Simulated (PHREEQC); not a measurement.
1 g of hydrous ferric oxide (600 m²/g; 0.2 weak and 0.005 strong sites per Fe, Dzombak-Morel constants, diffuse double layer) in 1 kg of water with 0.01 mol/kgw of an inert sodium salt, at 25 °C; the pH is set by adding NaOH or the inert anion's acid. Oxygen alone is held at its pressure in air (log pO2 = -0.68). No CO2 enters from the air. Precipitation was switched off in this run.

The numbers come from PHREEQC with the ion-association model, wateq4f.dat.

| pH | surface charge σ (C/m²) | surface potential ψ (mV) |
|---|---|---|
| 4 | 0.219 | 184 |
| 4.38 | 0.175 | 173 |
| 4.75 | 0.137 | … |
| 5.12 | 0.104 | 147 |
| 5.5 | … | 132 |
| 5.88 | 0.056 | 116 |
| 6.25 | … | 98 |
| 6.62 | 0.027 | 80 |
| 7 | 0.017 | 61 |
| 7.38 | … | … |
| 7.75 | 0.005 | 20 |
| 8.12 | 0.000 | -1 |
| 8.5 | -0.005 | -22 |
| 8.88 | -0.011 | -42 |
| 9.25 | -0.018 | -62 |
| 9.62 | -0.027 | -81 |
| 10 | -0.041 | -100 |

### Question
What belongs in the gaps?

### Answer

- 4.75, surface potential ψ (mV): 161
- 5.5, surface charge σ (C/m²): 0.077
- 6.25, surface charge σ (C/m²): 0.039
- 7.38, surface charge σ (C/m²): 0.010
- 7.38, surface potential ψ (mV): 40
